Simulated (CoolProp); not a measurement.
Tetradecamethylhexasiloxane (MD4M) along the isobar 0.673 MPa: fugacity coefficient from the reference equation and from simpler models built on Tc = 653.2 K, pc = 0.8286 MPa, ω = 0.800; each cubic takes its own stable root.

Values from CoolProp's reference Helmholtz-energy equation of state, Thol 2019.

| T (K) | phase | reference |
|---|---|---|
| 420.1 | liquid | 0.005356 |
| 435.5 | liquid | 0.009890 |
| 450.9 | liquid | 0.01717 |
| 466.3 | liquid | 0.02822 |
| 481.6 | liquid | 0.04407 |
| 497 | liquid | 0.06610 |
| 512.4 | liquid | 0.09538 |
| 527.8 | liquid | 0.1329 |
| 543.1 | liquid | 0.1792 |
| 558.5 | liquid | 0.2353 |
| 573.9 | liquid | 0.3010 |
| 589.3 | liquid | 0.3760 |
| 604.6 | liquid | 0.4588 |
| 620 | liquid | 0.5487 |

How far does each simpler model (van der Waals, Redlich-Kwong, Soave-Redlich-Kwong, Peng-Robinson) lie from the reference over these 14 states: mean and median of the absolute difference, and the worst?


- van der Waals: mean 654.7 %, median 269.6 %, worst +3042.3 % at 420.1 K and 0.673 MPa
- Redlich-Kwong: mean 251.8 %, median 143.1 %, worst +928.2 % at 420.1 K and 0.673 MPa
- Soave-Redlich-Kwong: mean 4.2 %, median 4.0 %, worst +6.4 % at 620 K and 0.673 MPa
- Peng-Robinson: mean 5.2 %, median 3.3 %, worst +15.1 % at 420.1 K and 0.673 MPa
